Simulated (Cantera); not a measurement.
What does this Cantera script print?

```python
import numpy as np
import cantera as ct

gas_names = """
    C CO CO2 C2 C2O C3 C3O2 C4 C5 O O2 O3 Ta TaO TaO2
""".split()
cond_names = """
    C(gr) Ta(cr) Ta(L) TaC(s) TaC(L) Ta2O5(s) Ta2O5(L)
""".split()


# ... load() reads the species with a 1 bar reference pressure and builds the phases ...
atoms = {
    'Ta2O5': {'Ta': 2, 'O': 5},
    'C': {'C': 1},
    'CO': {'C': 1, 'O': 1},
}
top_T = {'C(gr)': 4500}  # K; cautious upper limits of use, not melting points


# ... equilibrate(T, P, feed) seeds the gas with the atoms and calls Mixture.equilibrate('TP', solver="gibbs", rtol=1e-10, max_steps=50000) ...
results = []
feed = {'Ta2O5': 1, 'C': 2.8, 'CO': 1.4}  # mol
P = 81  # Pa
for T in [1423, 1573, 1723, 1873, 2023, 2173, 2323, 2473]:
    mix = equilibrate(T, P, feed)
    results.append((T, P, feed, dict(zip(mix.species_names, mix.species_moles))))

top = {s: max(r[3][s] / sum(r[3][g] for g in gas_names) for r in results) for s in gas_names}
cols = sorted((s for s in top if top[s] > 1e-05), key=lambda s: -top[s])[:8]
seen = [c for c in cond_names if any(r[3].get(c, 0) > 1e-12 for r in results)]
print("log10 of partial pressures in bar; condensed amounts in mol")
print(f"{'T/K':>10s}" + "".join(f"{s[:9]:>10s}" for s in cols + seen))
for T, P, feed, n in results:
    ng = sum(n[g] for g in gas_names)
    print(f"{T:10.4g}" + "".join(f"{np.log10(max(n[s] / ng * P / 1e5, 1e-99)):10.3f}" for s in cols)
          + "".join(f"{n.get(c, 0):10.4g}" for c in seen))
```

Result:

```
log10 of partial pressures in bar; condensed amounts in mol
       T/K        CO      TaO2       TaO       CO2         O    Ta(cr)    TaC(s)  Ta2O5(s)  Ta2O5(L)
      1423    -3.092   -12.747   -14.502    -6.654   -15.273         0    0.8003    0.5999         0
      1573    -3.092   -10.462   -11.819    -6.660   -13.407         0    0.8003    0.5999         0
      1723    -3.092    -8.587    -9.613    -6.664   -11.866         0    0.8003    0.5999         0
      1873    -3.092    -7.023    -7.768    -6.667   -10.573         0    0.8002    0.5997         0
      2023    -3.093    -5.806    -6.526    -6.456    -9.258     1.118         0    0.4361         0
      2173    -3.101    -4.846    -5.535    -6.286    -8.130     1.097         0         0    0.4062
      2323    -3.157    -4.039    -4.688    -6.198    -7.161    0.9376         0         0    0.1943
      2473    -3.209    -3.881    -4.220    -6.398    -6.583    0.6976         0         0         0
```

These are equilibrium values from Cantera (NASA tables, ideal gas, pure condensed phases), not measurements of a reactor. Mutual solubility and eutectic melting of coexisting phases are not modelled. TaC: taken at fixed stoichiometry. Condensed phases not in the tables: Ta2C, N, O or C dissolved in the metal.
